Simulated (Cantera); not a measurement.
CO + H₂ + H₂O (carbon deposition, reforming and gasification)

Charge: 1 mol CO, 30 mol H₂, 0.036 mol H₂O, at 1 atm.

Method: chemical equilibrium by Gibbs-energy minimisation in Cantera with the NASA 1993 tables (ideal gas, pure condensed phases). Candidate condensed phases: C, C₆H₆, C₇H₈, C₈H₁₈, H₂O; 131 gas species. Ions and electrons are included (thermal ionisation). Kinetics and transport are ignored.

From 3000 K to 5000 K nothing is condensed. The main C-bearing gas is CO throughout.

```tsv
T (K)	x H	x H₂	x CO	x O	x C	x H₂O
3000	0.143	0.826	0.0299	6.11e-6	1.09e-8	0.00101
3500	0.432	0.542	0.0253	0.000100	3.01e-7	0.000589
4000	0.753	0.226	0.0201	0.000403	6.73e-6	0.000111
4500	0.911	0.0704	0.0174	0.000669	0.000140	1.04e-5
5000	0.959	0.0225	0.0157	0.00157	0.00103	2.00e-6
```
x: gas mole fraction; nothing condenses.
